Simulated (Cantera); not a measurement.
**Equilibrium for roasting and sulfation: FeS2 + SO2 + O2**

Feed: 1 mol FeS2, 0.82 mol SO2, 7.2 mol O2, at 1825 K and 75.0 Torr.

These are equilibrium values from Cantera (NASA tables, ideal gas, pure condensed phases), not measurements of a reactor. Candidate condensed phases: Fe, FeO, FeS, FeSO4, FeS2, Fe2O3, Fe2(SO4)3, Fe3O4, S; 12 gas species. Kinetics and transport are ignored.

```
Item                                 Result
--------------------------------  ---------
x(O2)                                 0.616
x(SO2)                                0.383
x(SO3)                             0.000916
x(O)                               0.000381
x(SO)                               4.02e-5
n(Fe3O4(s))                       0.333 mol
gas amount                        7.352 mol
log10 activity of Fe(l) (absent)      -4.37
log10 activity of S(l) (absent)       -8.22
```
